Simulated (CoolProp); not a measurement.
Vapour-liquid equilibrium of hydrogen sulfide (1) + propane (2) at 1170 kPa; x and y are mole fractions of (1).

The numbers come from the multi-fluid Helmholtz-energy mixture model, Lemmon 2006 and Lemmon 2009; pair parameters Kunz 2012 in CoolProp.

Q: Give the bubble temperature and the first vapour's composition at x = 0.05, 0.2, 0.95. Is there an azeotrope?

A: x = 0.05: 300.6 K, y = 0.149; x = 0.2: 288.5 K, y = 0.433; x = 0.95: 276.5 K, y = 0.932. y crosses x between x = 0.8 and 0.95: the model has an azeotrope there.

The pair parameters rest on a limited set of measurements; away from them the model extrapolates.
